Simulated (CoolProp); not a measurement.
A Linde-Hampson liquefier for dry air: isothermal reversible compression at 300 K from 1 atm to 30 MPa, throttling to 1 atm, return gas leaving the recuperator 0 K below the feed. Each further row changes one setting.

Computed with CoolProp (reference Helmholtz-energy equation of state, Lemmon 2000). It is a pseudo-pure fit of the blend.

```tsv
case	liquid yield per pass	compression work (kJ/kg of gas)
as stated	?	491
high pressure 60 MPa	0.098	?
warm-end temperature 330 K	?	544
warm-end gap 5 K	0.088	491
```

Question: Some entries are withheld; supply them.

Answer: 
- as stated, liquid yield per pass: 0.099
- high pressure 60 MPa, compression work (kJ/kg of gas): 565
- warm-end temperature 330 K, liquid yield per pass: 0.073
